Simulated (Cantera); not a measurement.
A freely propagating, adiabatic, planar premixed flame of H2 : O2 : N2 = 1 : 0.294 : 1.11 (molar parts), equivalence ratio 1.7, unburnt at 475 K and 5.60 bar; mixture-averaged transport, grid criteria slope 0.08 and curve 0.16, no radiation.

Cantera simulation using the H2/O2 subset of GRI-Mech 3.0, which has no nitrogen chemistry; the numbers are that mechanism's predictions, not measurements. The hydrogen kinetics of GRI-Mech 3.0 are dated; newer H2 mechanisms differ, most at raised pressure. Burning velocities carry a grid error of a few per cent, more on coarse grids.

Question: Predict: laminar burning velocity; thermal thickness; peak x(HO2); peak x(H2O2); peak x(H).

Answer: 
- laminar burning velocity: 614 cm/s
- thermal thickness: 0.0439 mm
- peak x(HO2): 0.00112
- peak x(H2O2): 9.36e-5
- peak x(H): 0.0496
